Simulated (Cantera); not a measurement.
## Hydrocarbon pyrolysis for carbon deposition

A perfectly stirred reactor is fed with 23.8 % CH₄, 76.2 % N₂, at 20.3 Torr; it is held at 1548 K, and followed from long to short residence time.

Computed with Cantera and GRI-Mech 3.0 (53 species, 325 reactions). GRI-Mech 3.0 stops at C3 and has no aromatics, soot or wall deposition, so with more carbon than oxygen in the feed, carbon stays in small species such as C2H2 where larger ones or solid carbon would form. Radical loss at walls, strong at low pressure, is not modelled.

| τ (s) | x CH₄ | x CH₂ | x H | x C₂H₄ | x H₂ | x C₂H₆ | x C₂H |
|---|---|---|---|---|---|---|---|
| 0.52 | 0.177 | 1.00e-7 | 1.42e-5 | 0.00323 | 0.0705 | 0.000109 | 1.07e-8 |
| 0.31 | 0.196 | 1.06e-7 | 9.93e-6 | 0.00380 | 0.0479 | 0.000132 | 6.90e-9 |
| 0.18 | 0.212 | 1.05e-7 | 6.03e-6 | 0.00379 | 0.0282 | 0.000144 | 3.59e-9 |
| 0.11 | 0.223 | 9.10e-8 | 3.25e-6 | 0.00299 | 0.0148 | 0.000132 | 1.53e-9 |
| 0.062 | 0.232 | 6.01e-8 | 1.25e-6 | 0.00151 | 0.00533 | 8.79e-5 | 3.75e-10 |
| 0.036 | 0.236 | 3.09e-8 | 4.46e-7 | 0.000522 | 0.00162 | 4.32e-5 | 7.26e-11 |
| 0.021 | 0.237 | 1.33e-8 | 1.82e-7 | 0.000139 | 0.000474 | 1.69e-5 | 1.30e-11 |
| 0.012 | 0.238 | 5.00e-9 | 9.48e-8 | 3.04e-5 | 0.000154 | 5.47e-6 | 2.08e-12 |
| 0.0072 | 0.238 | 1.94e-9 | 6.77e-8 | 7.09e-6 | 6.83e-5 | 1.75e-6 | <1e-12 |
| 0.0042 | 0.238 | 6.97e-10 | 5.74e-8 | 1.47e-6 | 3.42e-5 | 4.76e-7 | <1e-12 |
x: mole fraction; the columns are a selection and need not sum to one.
